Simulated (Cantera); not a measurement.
Cantera run:

```python
import numpy as np
import cantera as ct

gas_names = [...]  # 110 gases of nasa_gas.yaml made of C, F, H
cond_names = """
    C(gr) C6H6(L) C7H8(L) C8H18(L),n-octa
""".split()


# ... load() reads the species with a 1 bar reference pressure and builds the phases ...
atoms = {
    'CH3F': {'C': 1, 'H': 3, 'F': 1},
    'H2': {'H': 2},
}
top_T = {'C(gr)': 4500}  # K; cautious upper limits of use, not melting points


# ... equilibrate(T, P, feed) seeds the gas with the atoms and calls Mixture.equilibrate('TP', solver="vcs", rtol=1e-11, max_steps=5000) ...
results = []
feed = {'CH3F': 1, 'H2': 4.6}  # mol
P = 42000  # Pa
for T in [3000, 3250, 3500, 3750, 4000, 4250, 4500, 4750, 5000]:
    mix = equilibrate(T, P, feed)
    results.append((T, P, feed, dict(zip(mix.species_names, mix.species_moles))))
    x = sorted(zip(gas.X, gas.species_names), reverse=True)
    print(f"T = {T:g} K  P = {P:g} Pa  gas = {mix.phase_moles(0):.4g} mol")
    print("   x: " + "  ".join(f"{s} {v:.3e}" for v, s in x if v > 0.001))
    print("   condensed (mol): " + ("  ".join(f"{mix.phase(i).name} {mix.phase_moles(i):.4g}"
          for i in range(1, mix.n_phases) if mix.phase_moles(i) > 1e-12) or "none"))
```

It prints:

```
T = 3000 K  P = 42000 Pa  gas = 7.322 mol
   x: H2 6.271e-01  H 1.929e-01  HF 1.363e-01  C2H2,acetylene 3.901e-02  C2H 2.063e-03  C4H2 1.013e-03
   condensed (mol): C(gr) 0.3453
T = 3250 K  P = 42000 Pa  gas = 8.069 mol
   x: H2 4.763e-01  H 3.418e-01  HF 1.230e-01  C2H2,acetylene 4.168e-02  C2H 7.141e-03  C3 5.282e-03  C4H2 1.523e-03
   condensed (mol): none
T = 3500 K  P = 42000 Pa  gas = 9.21 mol
   x: H 5.182e-01  H2 3.235e-01  HF 1.059e-01  C2H2,acetylene 2.052e-02  C3 1.118e-02  C2H 1.035e-02  C 3.845e-03  C2 2.304e-03  F 2.287e-03
   condensed (mol): none
T = 3750 K  P = 42000 Pa  gas = 10.53 mol
   x: H 6.708e-01  H2 1.881e-01  HF 8.845e-02  C3 1.310e-02  C 1.129e-02  C2H 9.302e-03  C2H2,acetylene 6.539e-03  F 5.810e-03  C2 4.886e-03
   condensed (mol): none
T = 4000 K  P = 42000 Pa  gas = 11.71 mol
   x: H 7.673e-01  H2 9.731e-02  HF 7.071e-02  C 2.508e-02  F 1.350e-02  C3 9.731e-03  C2 7.059e-03  C2H 5.785e-03  C2H2,acetylene 1.501e-03  CF 1.203e-03
   condensed (mol): none
T = 4250 K  P = 42000 Pa  gas = 12.63 mol
   x: H 8.142e-01  HF 5.106e-02  H2 4.828e-02  C 4.316e-02  F 2.657e-02  C2 7.066e-03  C3 4.607e-03  C2H 2.594e-03  CF 1.509e-03
   condensed (mol): none
T = 4500 K  P = 42000 Pa  gas = 13.3 mol
   x: H 8.349e-01  C 5.786e-02  F 4.184e-02  HF 3.202e-02  H2 2.448e-02  C2 4.839e-03  C3 1.342e-03  CF 1.315e-03
   condensed (mol): none
T = 4750 K  P = 42000 Pa  gas = 13.71 mol
   x: H 8.453e-01  C 6.519e-02  F 5.411e-02  HF 1.797e-02  H2 1.306e-02  C2 2.590e-03
   condensed (mol): none
T = 5000 K  P = 42000 Pa  gas = 13.93 mol
   x: H 8.511e-01  C 6.810e-02  F 6.166e-02  HF 9.606e-03  H2 7.354e-03  C2 1.299e-03
   condensed (mol): none
```

Equilibrium computed with Cantera from the NASA thermochemical tables; the gas is ideal and each condensed phase is pure.
